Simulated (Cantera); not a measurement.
Charge: 1 mol Ti, 0.79 mol C₃H₈, held at 1000 Pa.

These are equilibrium values from Cantera (NASA tables, ideal gas, pure condensed phases), not measurements of a reactor. Candidate condensed phases: C, C₆H₆, C₇H₈, C₈H₁₈, Ti, TiC; 77 gas species. TiC: taken at fixed stoichiometry. Equilibrium is a limit: real reactors are often held back by kinetics, nucleation or transport.

log p: log10 of the partial pressure in bar; n: condensed amount in mol.

```tsv
T (°C)	log p H₂	log p H	log p C₂H₂ (acetylene)	log p CH₄	log p C₂H	log p Ti	log p C₄H₂	n C(graphite)	n TiC(s)
750	-2.00	-9.38	-10.68	-5.13	<-14	<-14	<-14	1.37	1.00
900	-2.00	-7.93	-9.21	-5.71	<-14	<-14	<-14	1.37	1.00
1050	-2.00	-6.80	-8.08	-6.17	<-14	<-14	<-14	1.37	1.00
1200	-2.00	-5.90	-7.19	-6.53	-13.88	<-14	-12.79	1.37	1.00
1350	-2.00	-5.16	-6.46	-6.83	-12.04	-13.03	-11.33	1.37	1.00
1500	-2.00	(withheld)	(withheld)	(withheld)	(withheld)	(withheld)	(withheld)	1.37	1.00
1650	-2.00	(withheld)	(withheld)	(withheld)	(withheld)	(withheld)	(withheld)	1.37	1.00
1800	-2.01	-3.59	-4.92	-7.48	-8.12	-8.53	-8.23	1.36	1.000
1950	-2.03	-3.21	-4.57	-7.66	-7.18	-7.43	-7.49	1.35	1.000
```

Question: Some entries are withheld; supply them.

Answer: 
- 1500, log p H: -4.55
- 1500, log p C₂H₂ (acetylene): -5.86
- 1500, log p CH₄: -7.08
- 1500, log p C₂H: -10.51
- 1500, log p Ti: -11.27
- 1500, log p C₄H₂: -10.11
- 1650, log p H: -4.03
- 1650, log p C₂H₂ (acetylene): -5.35
- 1650, log p CH₄: -7.29
- 1650, log p C₂H: -9.22
- 1650, log p Ti: -9.79
- 1650, log p C₄H₂: -9.09
